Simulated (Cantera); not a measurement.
**Catalytic stagnation flow on Pt**

A jet of H2 : O2 : N2 = 0.016 : 0.11 : 0.79 (molar parts) at 300 K and 27.0 Torr hits a platinum plate 4.9 cm away at a mass flux of 0.13 kg/m²/s; the plate temperature is set and raised in steps from an oxygen-covered start.

Computed with Cantera and Deutschmann's 1995 Pt surface mechanism with GRI-Mech 3.0 gas chemistry. Catalytic surfaces can have several steady states; this one follows from the mechanism file's or the stated starting coverage.

```
plate T (K)  wall x H2  wall x O2  wall x H2O  wall x OH  θ free Pt   θ O*     θ OH*
-----------  ---------  ---------  ----------  ---------  ---------  -----  --------
600            0.00430      0.106      0.0257      <1e-8     0.0667  0.930   0.00337
650            0.00427      0.106      0.0256      <1e-8     0.0704  0.927   0.00226
700            0.00408      0.106      0.0257      <1e-8     0.0775  0.921   0.00164
750            0.00352      0.105      0.0267      <1e-8     0.0972  0.901   0.00134
800            0.00275      0.104      0.0280      <1e-8      0.136  0.863   0.00119
850            0.00211      0.104      0.0290    1.60e-8      0.190  0.808   0.00107
900            0.00168      0.103      0.0297    5.00e-8      0.255  0.745  0.000958
950            0.00138      0.103      0.0301    1.39e-7      0.323  0.676  0.000844
```
x: mole fraction at the wall; θ: surface coverage.
